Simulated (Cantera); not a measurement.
An adiabatic, constant-volume homogeneous reactor starts with C3H8 : O2 : N2 = 1 : 5.05 : 19 (molar parts), at 1525 K and 0.197 atm.

Computed with Cantera and GRI-Mech 3.0 (53 species, 325 reactions). GRI-Mech 3.0 was tuned for natural gas; its chemistry of propane as a main component is partial and can be far from experiment.

### Question
Predict: time of steepest temperature rise; temperature at 4.00 s; equilibrium temperature; x(O2) at 4.00 s; x(HO2) at 4.00 s; x(H2) at 4.00 s; x(H2O) at 4.00 s.

### Answer
```json
{
 "time_of_steepest_temperature_rise": "0.182 ms",
 "temperature at 4.00 s": "2786 K",
 "equilibrium_temperature": "2786 K",
 "x(O2) at 4.00 s": "0.0279 (gas-phase equilibrium 0.0279)",
 "x(HO2) at 4.00 s": "4.96e-6 (gas-phase equilibrium 4.96e-6)",
 "x(H2) at 4.00 s": "0.0199 (gas-phase equilibrium 0.0199)",
 "x(H2O) at 4.00 s": "0.102 (gas-phase equilibrium 0.102)"
}
```
